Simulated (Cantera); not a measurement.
# Transport properties of process gases

Gas mixture: C2H2 : C3H8 : H2O = 0.091 : 0.39 : 0.16 (molar parts), at 0.825 Torr, frozen composition.

Cantera's kinetic-theory transport with the Lennard-Jones parameters of GRI-Mech 3.0, ideal gas; thermal conductivity in the multicomponent form. Polar gases are described roughly by these parameters.

```
T (K)  ρ (kg/m³)  cp (J/kg/K)  μ (µPa s)  λ (mW/m/K)     Pr  D (cm²/s) NH3  D (cm²/s) H2  D (cm²/s) N2
-----  ---------  -----------  ---------  ----------  -----  -------------  ------------  ------------
400      0.00116         2083       11.8        32.7  0.748            217           840           215
500     0.000927         2426       14.4        46.1  0.759            336          1240           321
600     0.000772         2729       16.9        60.1  0.767            476          1690           443
700     0.000662         2994       19.2        74.5  0.773            637          2190           579
800     0.000579         3223       21.4        88.9  0.777            816          2740           728
900     0.000515         3423       23.5         103  0.780           1010          3340           891
1000    0.000463         3603       25.5         117  0.783           1230          3990          1070
```
D: mixture-averaged diffusion coefficient of that species in the mixture.
